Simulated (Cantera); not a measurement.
A perfectly stirred reactor is fed with 37.3 % CH₄, 48.5 % H₂O, 14.2 % H₂, at 101000 Pa; it is held at 1525 K, and followed from long to short residence time.

Cantera simulation using GRI-Mech 3.0 (53 species, 325 reactions); the numbers are that mechanism's predictions, not measurements.

### Question
Predict: x(CH₄) at τ = 5.00 s; x(H₂O) at τ = 5.00 s; x(H₂) at τ = 5.00 s; x(CH₂) at τ = 5.00 s; x(CH₄) at τ = 53.0 ms; x(H₂O) at τ = 53.0 ms; x(H₂) at τ = 53.0 ms; x(CH₂) at τ = 53.0 ms.

### Answer
```json
{
  "x(CH₄) at τ = 5.00 s": "0.0883",
  "x(H₂O) at τ = 5.00 s": "0.287",
  "x(H₂) at τ = 5.00 s": "0.496",
  "x(CH₂) at τ = 5.00 s": "3.73e-9",
  "x(CH₄) at τ = 53.0 ms": "0.312",
  "x(H₂O) at τ = 53.0 ms": "0.464",
  "x(H₂) at τ = 53.0 ms": "0.200",
  "x(CH₂) at τ = 53.0 ms": "6.17e-9"
}
```
